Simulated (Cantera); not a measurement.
An adiabatic, constant-volume homogeneous reactor starts with H₂ : O₂ : N₂ = 1 : 0.806 : 3.03 (molar parts), equivalence ratio 0.62, at 1150 K and 2400 Torr.

Detailed kinetics in Cantera: the H2/O2 subset of GRI-Mech 3.0, which has no nitrogen chemistry. The hydrogen kinetics of GRI-Mech 3.0 are dated; newer H2 mechanisms differ, most at raised pressure.

One state of this run: T (K) = 2759; P (bar) = 6.96; x H₂ = 0.00581; x O₂ = 0.0658; x OH = 0.0202; x O = 0.00450; x H = 0.00205; x HO₂ = 2.60e-5. x: mole fraction; the columns are a selection and need not sum to one.

Q: Which value of t (s) does it belong to?
A) 3.81e-5
B) 8.73e-6
C) 1.15
D) 2.00e-6

A: C, 1.15
